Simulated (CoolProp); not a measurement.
Vapour-liquid equilibrium of R22 (1) + acetone (2) at 231.7 K; x and y are mole fractions of (1).

Values from CoolProp's multi-fluid Helmholtz-energy mixture model, Kamei 1995 and Lemmon 2006; pair parameters Bell 2016.

Task: Give the bubble pressure and the first vapour's composition at x = 0.05, 0.2, 0.35. Is there an azeotrope?

Result: x = 0.05: 0.004883 MPa, y = 0.873; x = 0.2: 0.01167 MPa, y = 0.952; x = 0.35: 0.01806 MPa, y = 0.974. No azeotrope shows between x = 0.05 and 0.95.

The pair parameters rest on a limited set of measurements; away from them the model extrapolates.
